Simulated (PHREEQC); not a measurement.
Make-up at 20 °C: 0.024 mol/kgw HF and 0.00088 mol/kgw NH4HF2. Closed to the air; pH follows from the charge balance.

Model: ion-association model, phreeqc.dat, run in PHREEQC.

```yaml
pH: 2.44
ionic_strength: 0.00478 mol/kgw
total_alkalinity: -24.9 meq/kg
```

```json
[
 {"species": "HF", "molality": "0.0206", "activity": "0.0207", "log γ": "0.000"},
 {"species": "F-", "molality": "0.00445", "activity": "0.00413", "log γ": "-0.032"},
 {"species": "H+", "molality": "0.00390", "activity": "0.00365", "log γ": "-0.029"},
 {"species": "NH4+", "molality": "0.000880", "activity": "0.000815", "log γ": "-0.033"},
 {"species": "HF2-", "molality": "0.000338", "activity": "0.000314", "log γ": "-0.032"}
]
```

Precipitation was switched off in this run. Species that the database lacks are ignored.
